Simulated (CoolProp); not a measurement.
Carbonyl sulfide along the isotherm 63.15 °C: density (kg/m³) from the reference equation and from simpler models built on Tc = 105.6 °C, pc = 6.369 MPa, ω = 0.098; each cubic takes its own stable root.

Computed with CoolProp (reference Helmholtz-energy equation of state, Lemmon 2006). It is a short technical equation, of lower accuracy than the large ones.

```
p (MPa)   phase  reference
-------  ------  ---------
0.796       gas      18.26
1.59        gas      39.51
2.39        gas      66.04
3.18     liquid      862.4
3.98     liquid      870.2
4.78     liquid      877.3
5.57     liquid      883.8
6.37     liquid      890.0
7.16     liquid      895.8
7.96     liquid      901.2
8.76     liquid      906.4
9.55     liquid      911.3
```

**Question.** How far does each simpler model (Soave-Redlich-Kwong, Peng-Robinson) lie from the reference over these 12 states: mean and median of the absolute difference, and the worst?

**Answer.** 
- Soave-Redlich-Kwong: mean 7.3 %, median 9.0 %, worst -11.5 % at 63.15 °C and 3.18 MPa
- Peng-Robinson: mean 1.7 %, median 1.5 %, worst +3.2 % at 63.15 °C and 9.55 MPa
